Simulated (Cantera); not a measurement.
# Thermodynamics of abatement and gas-phase synthesis, feed HCl + H2O + N2

Input: 1 mol HCl, 0.15 mol H2O, 49 mol N2, held at 10.0 mbar.

These are equilibrium values from Cantera (NASA tables, ideal gas, pure condensed phases), not measurements of a reactor. Candidate condensed phases: H2O, NH4Cl; 29 gas species. Kinetics and transport are ignored.

```
T (K)  log p N2  log p H  log p Cl  log p O  log p HCl  log p H2  log p N  log p NO
-----  --------  -------  --------  -------  ---------  --------  -------  --------
2673      -2.02    -3.70     -3.75    -4.69      -4.72     -4.82    -6.89     -5.33
2723      -2.02    -3.67     -3.74    -4.66      -4.84     -4.93    -6.72     -5.36
2773      -2.02    -3.65     -3.73    -4.64      -4.97     -5.05    -6.55     -5.40
2823      -2.02    -3.64     -3.73    -4.62      -5.10     -5.17    -6.39     -5.43
2873      -2.02    -3.63     -3.72    -4.61      -5.23     -5.30    -6.24     -5.47
2923      -2.02    -3.62     -3.72    -4.60      -5.36     -5.42    -6.09     -5.52
2973      -2.02    -3.61     -3.72    -4.59      -5.49     -5.55    -5.94     -5.56
3023      -2.02    -3.61     -3.72    -4.58      -5.62     -5.68    -5.80     -5.60
3073      -2.02    -3.61     -3.72    -4.58      -5.74     -5.80    -5.67     -5.64
3123      -2.02    -3.60     -3.71    -4.57      -5.86     -5.92    -5.54     -5.68
3173      -2.02    -3.60     -3.71    -4.57      -5.98     -6.04    -5.41     -5.72
3223      -2.02    -3.60     -3.71    -4.56      -6.09     -6.15    -5.29     -5.76
```
log p: log10 of the partial pressure in bar; nothing condenses.

From 2673 K to 3223 K nothing is condensed.
